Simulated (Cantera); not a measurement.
**Adiabatic ignition**

An adiabatic, constant-volume homogeneous reactor starts with 4.75 % CH4, 0.855 % H2, 19.8 % O2, 74.5 % N2, equivalence ratio 0.50, at 1125 K and 100000 Pa.

Model: GRI-Mech 3.0 (53 species, 325 reactions), integrated in Cantera.

```tsv
t (s)	T (K)	P (bar)	x CH4	x H2	x O2	x CH2	x CH3	x CH2CO
2.00e-6	1125	1.00	0.0475	0.00855	0.198	<1e-12	2.06e-10	<1e-12
5.16e-6	1125	1.00	0.0475	0.00855	0.198	<1e-12	5.90e-10	<1e-12
1.33e-5	1125	1.00	0.0475	0.00855	0.198	<1e-12	1.72e-9	<1e-12
3.44e-5	1125	1.00	0.0475	0.00855	0.198	<1e-12	4.84e-9	<1e-12
8.87e-5	1125	1.00	0.0475	0.00855	0.198	<1e-12	1.36e-8	<1e-12
0.000229	1125	1.00	0.0475	0.00855	0.198	<1e-12	4.22e-8	<1e-12
0.000591	1125	1.00	0.0475	0.00855	0.198	<1e-12	1.78e-7	<1e-12
0.00152	1125	1.00	0.0475	0.00855	0.198	<1e-12	1.92e-6	<1e-12
0.00394	1126	1.00	0.0473	0.00849	0.198	2.84e-11	2.39e-5	2.57e-9
0.0102	1140	1.01	0.0458	0.00828	0.197	1.76e-10	4.14e-5	8.16e-7
0.0262	2387	2.12	<1e-12	0.000744	0.0957	<1e-12	<1e-12	<1e-12
0.0676	2374	2.11	<1e-12	0.000708	0.0929	<1e-12	<1e-12	<1e-12
0.175	2372	2.11	<1e-12	0.000702	0.0924	<1e-12	<1e-12	<1e-12
0.450	2372	2.11	<1e-12	0.000702	0.0924	<1e-12	<1e-12	<1e-12
1.16	2372	2.11	<1e-12	0.000702	0.0924	<1e-12	<1e-12	<1e-12
3.00	2372	2.11	<1e-12	0.000702	0.0924	<1e-12	<1e-12	<1e-12
```
x: mole fraction; the columns are a selection and need not sum to one.

```json
{
 "time_of_steepest_temperature_rise": "13.9 ms",
 "temperature at 3.00 s": "2372 K",
 "equilibrium_temperature": "2372 K",
 "x(CH4) at 3.00 s": "<1e-12 (gas-phase equilibrium <1e-12)",
 "x(H2) at 3.00 s": "0.000702 (gas-phase equilibrium 0.000702)",
 "x(O2) at 3.00 s": "0.0924 (gas-phase equilibrium 0.0924)"
}
```
